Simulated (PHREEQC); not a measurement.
Ca(OH)2 is added in steps, without added water, to 1 kg of water holding 0.026 mol/kgw AgNO3, 0.09 mol/kgw NaCl and 0.00012 mol/kgw Cu(NO3)2, at 20 °C. Oxygen is held at 0.21 atm. No CO2 enters from the air. The run lets Portlandite, Cu(OH)2, Atacamite, Cu2(OH)3NO3, Cerargyrite, Ag2O, Halite precipitate or redissolve, and no other solid.

Base run: PHREEQC, ion-association model, wateq4f.dat. Each further column changes one thing. The table gives pH.

```json
[
 {"Ca(OH)2 added (mol)": "0", "base": "5.85", "diluted 5-fold with water": "6.06", "Cu(NO3)2 from 0.00012 to 1.2e-05 mol/kgw": "6.24", "NaCl replaced by NaHCO3 at the same molality": "[?]", "no solid may form": "5.86"},
 {"Ca(OH)2 added (mol)": "0.0007875", "base": "11.18", "diluted 5-fold with water": "11.29", "Cu(NO3)2 from 0.00012 to 1.2e-05 mol/kgw": "11.24", "NaCl replaced by NaHCO3 at the same molality": "7.01", "no solid may form": "11.17"},
 {"Ca(OH)2 added (mol)": "0.001378", "base": "11.45", "diluted 5-fold with water": "11.53", "Cu(NO3)2 from 0.00012 to 1.2e-05 mol/kgw": "11.49", "NaCl replaced by NaHCO3 at the same molality": "[?]", "no solid may form": "11.44"},
 {"Ca(OH)2 added (mol)": "0.002166", "base": "11.66", "diluted 5-fold with water": "11.72", "Cu(NO3)2 from 0.00012 to 1.2e-05 mol/kgw": "11.68", "NaCl replaced by NaHCO3 at the same molality": "7.06", "no solid may form": "11.65"},
 {"Ca(OH)2 added (mol)": "0.002756", "base": "11.76", "diluted 5-fold with water": "11.82", "Cu(NO3)2 from 0.00012 to 1.2e-05 mol/kgw": "11.78", "NaCl replaced by NaHCO3 at the same molality": "7.09", "no solid may form": "11.75"},
 {"Ca(OH)2 added (mol)": "0.003544", "base": "11.87", "diluted 5-fold with water": "11.93", "Cu(NO3)2 from 0.00012 to 1.2e-05 mol/kgw": "11.89", "NaCl replaced by NaHCO3 at the same molality": "[?]", "no solid may form": "11.86"},
 {"Ca(OH)2 added (mol)": "0.004134", "base": "11.94", "diluted 5-fold with water": "11.99", "Cu(NO3)2 from 0.00012 to 1.2e-05 mol/kgw": "11.95", "NaCl replaced by NaHCO3 at the same molality": "7.15", "no solid may form": "11.93"},
 {"Ca(OH)2 added (mol)": "0.004922", "base": "12.02", "diluted 5-fold with water": "12.06", "Cu(NO3)2 from 0.00012 to 1.2e-05 mol/kgw": "12.03", "NaCl replaced by NaHCO3 at the same molality": "7.18", "no solid may form": "12.00"},
 {"Ca(OH)2 added (mol)": "0.005513", "base": "12.06", "diluted 5-fold with water": "12.11", "Cu(NO3)2 from 0.00012 to 1.2e-05 mol/kgw": "12.07", "NaCl replaced by NaHCO3 at the same molality": "7.22", "no solid may form": "12.05"},
 {"Ca(OH)2 added (mol)": "0.0063", "base": "12.12", "diluted 5-fold with water": "12.16", "Cu(NO3)2 from 0.00012 to 1.2e-05 mol/kgw": "12.13", "NaCl replaced by NaHCO3 at the same molality": "[?]", "no solid may form": "12.10"}
]
```

Q: What belongs in the gaps?

A: 
- 0, NaCl replaced by NaHCO3 at the same molality: 6.96
- 0.001378, NaCl replaced by NaHCO3 at the same molality: 7.03
- 0.003544, NaCl replaced by NaHCO3 at the same molality: 7.12
- 0.0063, NaCl replaced by NaHCO3 at the same molality: 7.26

The database's constant for dissolved Cu(OH)2 is higher than later reviews accept.  In at least one series the solution becomes supersaturated in solids that the run did not let form, among them Cu(OH)2, Atacamite, Cerargyrite, Ag2O. Solids allowed in the column 'NaCl replaced by NaHCO3 at the same molality': Calcite, Portlandite, Cu(OH)2, Malachite, Cu2(OH)3NO3, Ag2O, Ag2CO3, Nahcolite, Natron.
